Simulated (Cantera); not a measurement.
Feed: 1 mol Si2H6, 1.9 mol HCl, 100 mol H2, at 1330 Pa.

Method: chemical equilibrium by Gibbs-energy minimisation in Cantera with the NASA 1993 tables (ideal gas, pure condensed phases). Candidate condensed phases: Si; 19 gas species. The feed counts by its element totals alone. The tables' values for SiCl3 are old estimates; treat these amounts as uncertain. Rates play no part.

x: gas mole fraction; n: condensed amount in mol.

| T (K) | x H2 | x HCl | x SiCl4 | x SiHCl3 | x SiCl2 | x SiCl3 | n Si(s) |
|---|---|---|---|---|---|---|---|
| 898 | 0.991 | 0.00523 | 0.00226 | 0.00119 | 3.74e-5 | 4.18e-5 | 1.62 |
| 948 | 0.989 | 0.00802 | 0.00170 | 0.000943 | 9.91e-5 | 7.05e-5 | 1.70 |
| 998 | 0.987 | 0.0112 | 0.00106 | 0.000650 | 0.000213 | 9.61e-5 | 1.78 |
| 1048 | 0.985 | 0.0139 | 0.000508 | 0.000368 | 0.000365 | 0.000101 | 1.86 |
| 1098 | 0.983 | 0.0156 | ___ | ___ | ___ | 8.13e-5 | 1.90 |
| 1148 | 0.983 | 0.0163 | 5.81e-5 | 7.03e-5 | 0.000593 | 5.59e-5 | 1.92 |
| 1198 | 0.983 | 0.0165 | 1.81e-5 | 2.89e-5 | 0.000654 | 3.66e-5 | 1.92 |
| 1248 | 0.983 | 0.0166 | ___ | ___ | 0.000701 | 2.40e-5 | 1.92 |
| 1298 | 0.983 | 0.0166 | 2.10e-6 | 5.63e-6 | 0.000742 | 1.61e-5 | 1.92 |

Question: What belongs in the gaps?

Answer: 
- 1098, x SiCl4: 0.000185
- 1098, x SiHCl3: 0.000170
- 1098, x SiCl2: 0.000501
- 1248, x SiCl4: 5.94e-6
- 1248, x SiHCl3: 1.24e-5
